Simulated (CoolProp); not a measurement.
n-dodecane along the isotherm 346.85 °C: Z from the reference equation and from simpler models built on Tc = 385.0 °C, pc = 18.18 bar, ω = 0.574; each cubic takes its own stable root.

Computed with CoolProp (reference Helmholtz-energy equation of state, Lemmon 2004). It is a short technical equation, of lower accuracy than the large ones.

```tsv
p (bar)	phase	reference
0.144	gas	0.9960
0.272	gas	0.9924
0.516	gas	0.9855
0.979	gas	0.9722
1.86	gas	0.9465
3.52	gas	0.8959
6.67	gas	0.7887
12.6	liquid	0.09663
24	liquid	0.1757
45.4	liquid	0.3158
```

Task: How far does each simpler model (van der Waals, Redlich-Kwong, Peng-Robinson) lie from the reference over these 10 states: mean and median of the absolute difference, and the worst?

Result: 
- van der Waals: mean 73.9 %, median 2.8 %, worst +588.2 % at 346.85 °C and 12.6 bar
- Redlich-Kwong: mean 59.1 %, median 1.8 %, worst +522.4 % at 346.85 °C and 12.6 bar
- Peng-Robinson: mean 3.9 %, median 0.7 %, worst +15.4 % at 346.85 °C and 12.6 bar

At some of these states van der Waals, Redlich-Kwong gives the other phase, because its saturation line lies elsewhere.
